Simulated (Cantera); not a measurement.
An isothermal, constant-pressure homogeneous reactor starts with 55.0 % CH₄, 45.0 % H₂, at 1725 K and 0.00360 bar.

Computed with Cantera and GRI-Mech 3.0 (53 species, 325 reactions). GRI-Mech 3.0 stops at C3 and has no aromatics, soot or wall deposition, so with more carbon than oxygen in the feed, carbon stays in small species such as C2H2 where larger ones or solid carbon would form. Radical loss at walls, strong at low pressure, is not modelled.

x: mole fraction; the columns are a selection and need not sum to one.

```
t (s)        x CH₄   x H₂     x CH₃    x C₂H₂     x CH₂
--------  --------  -----  --------  --------  --------
2.00e-5      0.550  0.450   2.20e-6    <1e-12    <1e-12
7.23e-5      0.550  0.450   9.71e-6    <1e-12  3.45e-12
0.000262     0.550  0.450   3.77e-5    <1e-12  8.58e-11
0.000946     0.549  0.450  0.000139  1.70e-10         ?
0.00342      0.549  0.451  0.000505   3.95e-8         ?
0.0124       0.547  0.451   0.00183   9.38e-6         ?
0.0447       0.514  0.469   0.00678   0.00278         ?
0.162        0.241  0.653   0.00632    0.0902         ?
0.585       0.0757  0.769   0.00229     0.151         ?
2.11        0.0161  0.810  0.000684     0.172         ?
7.65       0.00211  0.819  0.000137     0.176         ?
27.7      0.000389  0.820   2.71e-5     0.177         ?
100       0.000137  0.820   9.54e-6     0.177         ?
```

Question: What belongs in the gaps?

Answer: 
- 0.000946, x CH₂: 1.57e-9
- 0.00342, x CH₂: 2.22e-8
- 0.0124, x CH₂: 2.68e-7
- 0.0447, x CH₂: 2.74e-6
- 0.162, x CH₂: 4.17e-6
- 0.585, x CH₂: 2.26e-6
- 2.11, x CH₂: 1.24e-6
- 7.65, x CH₂: 4.45e-7
- 27.7, x CH₂: 9.73e-8
- 100, x CH₂: 3.46e-8
